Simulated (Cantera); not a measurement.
Input: 1 mol Ti(OiPr)₄, 0.47 mol O₂, 28 mol H₂, equilibrated at 1298 K and 10000 Pa.

Equilibrium computed with Cantera from the NASA thermochemical tables; the gas is ideal and each condensed phase is pure. Candidate condensed phases: C, C₆H₆, C₇H₈, C₈H₁₈, H₂O, Ti, TiC, TiO, TiO₂, Ti₂O₃, Ti₃O₅, Ti₄O₇; 113 gas species. The feed counts by its element totals alone. Mutual solubility and eutectic melting of coexisting phases are not modelled. TiC: taken at fixed stoichiometry. Rates play no part.

Problem. What is the equilibrium state?

Solution. 
| Quantity | Value |
|---|---|
| x(H₂) | 0.897 |
| x(CO) | 0.102 |
| x(CH₄) | 0.000641 |
| x(H₂O) | 8.51e-5 |
| x(CO₂) | 5.51e-6 |
| x(H) | 3.21e-6 |
| n(C(graphite)) | 6.30 mol |
| n(TiC(s)) | 0.899 mol |
| n(Ti₃O₅(s)) | 0.0336 mol |
| gas amount | 46.74 mol |
| log10 activity of Ti₂O₃(s) (absent) | -0.03 |
| log10 activity of Ti₄O₇(s) (absent) | -0.26 |
| log10 activity of Ti(β) (absent) | -6.80 |
